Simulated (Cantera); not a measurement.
Charge: 1 mol SiCl4, 0.006 mol C2H2, 8.4 mol H2, 0.69 mol C2H4, at 2575 K and 90.0 Torr.

Method: chemical equilibrium by Gibbs-energy minimisation in Cantera with the NASA 1993 tables (ideal gas, pure condensed phases). Candidate condensed phases: C, C6H6, C7H8, C8H18, Si, SiC; 109 gas species. The tables' values for SiCl, SiCl3 are old estimates; treat these amounts as uncertain. Gases not in the tables: Si2H6 and higher silanes. Kinetics and transport are ignored.

Base state: H2 0.603, HCl 0.221, H 0.0777, SiCl2 0.0319, Cl 0.0200, Si 0.0194, C2H2 (acetylene) 0.00887, SiCl 0.00655 (mole fractions); condensed: C(graphite) + SiC(s).

Task: What changes in the equilibrium state with this change: H2 from 8.4 to 430 mol?

Result: 
```
species             before     after
----------------  --------  --------
H2                   0.603     0.893
H                   0.0777    0.0945
HCl                  0.221   0.00814
SiCl2               0.0319   2.87e-6
Cl                  0.0200  0.000605
Si                  0.0194   0.00190
SiCl3             0.000153     <1e-9
SiCl               0.00655   1.94e-5
Si2C               0.00334   1.06e-5
C2HCl              4.19e-5   1.68e-7
Si2               0.000164   1.57e-6
C(graphite), mol     0.888         0
SiC(s), mol         0.0669         0
```
The tables' values for SiCl are old estimates; treat these amounts as uncertain.
